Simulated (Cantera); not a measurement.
Adiabatic ignition

An adiabatic, constant-volume homogeneous reactor starts with CH₄ : O₂ : N₂ = 1 : 3.45 : 13 (molar parts), equivalence ratio 0.58, at 975 K and 2400000 Pa.

Detailed kinetics in Cantera: GRI-Mech 3.0 (53 species, 325 reactions). The pressure lies above the range GRI-Mech 3.0 was tuned for (to about 10 atm). Below about 1000 K GRI-Mech 3.0 lacks low-temperature oxidation paths.

```tsv
t (s)	T (K)	P (bar)	x CH₄	x O₂	x C₂H	x C₂H₄	x OH	x H	x CH₂
2.00e-6	975	24.0	0.0573	0.198	<1e-12	<1e-12	<1e-12	<1e-12	<1e-12
9.71e-6	975	24.0	0.0573	0.198	<1e-12	<1e-12	<1e-12	<1e-12	<1e-12
4.72e-5	975	24.0	0.0573	0.198	<1e-12	<1e-12	<1e-12	<1e-12	<1e-12
0.000229	975	24.0	0.0573	0.198	<1e-12	<1e-12	3.48e-12	<1e-12	<1e-12
0.00111	975	24.0	0.0573	0.198	<1e-12	5.73e-11	2.43e-11	<1e-12	<1e-12
0.00540	975	24.0	0.0573	0.198	<1e-12	3.66e-9	9.06e-11	3.73e-12	<1e-12
0.0262	976	24.0	0.0572	0.198	<1e-12	2.53e-7	7.31e-10	5.50e-11	<1e-12
0.127	2443	60.2	<1e-12	0.0762	<1e-12	<1e-12	0.00356	3.88e-5	<1e-12
0.618	2443	60.2	<1e-12	0.0762	<1e-12	<1e-12	0.00356	3.88e-5	<1e-12
3.00	2443	60.2	<1e-12	0.0762	<1e-12	<1e-12	0.00356	3.88e-5	<1e-12
```
x: mole fraction; the columns are a selection and need not sum to one.

- time of steepest temperature rise = 48.6 ms
- temperature at 3.00 s = 2443 K
- equilibrium temperature = 2443 K
- x(CH₄) at 3.00 s = <1e-12 (gas-phase equilibrium <1e-12)
- x(O₂) at 3.00 s = 0.0762 (gas-phase equilibrium 0.0762)
- x(C₂H) at 3.00 s = <1e-12 (gas-phase equilibrium <1e-12)
